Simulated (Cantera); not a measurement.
Mixture: CH4 : C2H6 : O2 : N2 : H2O = 1 : 0.2 : 4.91 : 31.9 : 1.6 (molar parts), equivalence ratio 0.55, at 1.00 bar, adiabatic and at constant volume. Ignition delay is the time to a rise of 400 K.

Model: GRI-Mech 3.0 (53 species, 325 reactions), integrated in Cantera.

Task: What does this change do: 1.4 parts H2 added?

Result: 
```tsv
quantity	before	after
delay at 1100 K	16.3 ms	4.14 ms
delay at 1200 K	3.27 ms	0.892 ms
delay at 1300 K	1.07 ms	0.333 ms
delay at 1400 K	0.433 ms	0.154 ms
delay at 1500 K	0.196 ms	80.7 µs
delay at 1600 K	98.7 µs	46.9 µs
delay at 1700 K	55.4 µs	29.5 µs
apparent activation energy between 1500 and 1700 K	130 kJ/mol	110 kJ/mol
```

Task: What does this change do: CH4 1 to 1.7 parts?

Result: 
```
quantity                                                before       after
--------------------------------------------------  ----------  ----------
delay at 1100 K                                        16.3 ms     22.3 ms
delay at 1200 K                                        3.27 ms     6.47 ms
delay at 1300 K                                        1.07 ms     2.32 ms
delay at 1400 K                                       0.433 ms    0.866 ms
delay at 1500 K                                       0.196 ms    0.339 ms
delay at 1600 K                                        98.7 µs    0.148 ms
delay at 1700 K                                        55.4 µs     74.2 µs
apparent activation energy between 1500 and 1700 K  130 kJ/mol  160 kJ/mol
```
